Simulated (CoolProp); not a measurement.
Saturation properties of isobutane (Tc = 134.7 °C, pc = 3.629 MPa, ω = 0.184).

Computed with CoolProp (reference Helmholtz-energy equation of state, Bücker 2006).

| T (°C) | p (MPa) | vapour Z | liquid viscosity (µPa s) |
|---|---|---|---|
| 49.15 | 0.6707 | 0.8443 | 118 |
| 52.65 | 0.7306 | 0.8347 | [?] |
| 56.25 | 0.7963 | 0.8244 | 110 |
| 59.85 | 0.8662 | 0.8137 | 106 |
| 63.35 | 0.9383 | 0.8028 | [?] |
| 66.95 | 1.017 | 0.7912 | 98.3 |
| 70.45 | 1.098 | 0.7794 | [?] |
| 74.05 | 1.187 | 0.7668 | 91.3 |
| 77.65 | [?] | 0.7536 | [?] |
| 81.15 | 1.376 | 0.7402 | 84.6 |
| 84.75 | 1.480 | 0.7258 | 81.3 |
| 88.25 | 1.587 | [?] | 78.1 |
| 91.85 | 1.702 | 0.6953 | 74.9 |
| 95.45 | 1.824 | 0.6787 | 71.8 |
| 98.95 | 1.948 | 0.6617 | 68.7 |

### Question
Some entries are withheld; supply them.

### Answer

- 52.65, liquid viscosity (µPa s): 114
- 63.35, liquid viscosity (µPa s): 102
- 70.45, liquid viscosity (µPa s): 94.8
- 77.65, p (MPa): 1.280
- 77.65, liquid viscosity (µPa s): 87.8
- 88.25, vapour Z: 0.7111

It boils at -11.7 °C under 1 atm.

Viscosity comes from a separate model (Vogel 2000).
